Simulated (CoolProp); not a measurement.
Model: reference Helmholtz-energy equation of state, Wagner 2002, in CoolProp.

Question: Give the vapour pressure (MPa), enthalpy of vaporisation (kJ/kg), surface tension (mN/m), liquid viscosity (µPa s) of saturated water at 144.05, 265.15 °C.

Answer: 
```json
[
 {"T (°C)": "144.05", "p (MPa)": "0.405", "enthalpy of vaporisation (kJ/kg)": "2130", "surface tension (mN/m)": "49.9", "liquid viscosity (µPa s)": "191"},
 {"T (°C)": "265.15", "p (MPa)": "5.10", "enthalpy of vaporisation (kJ/kg)": "1630", "surface tension (mN/m)": "22.3", "liquid viscosity (µPa s)": "99.6"}
]
```

Viscosity comes from a separate model (Huber 2009). Surface tension comes from a separate correlation (Mulero 2012).
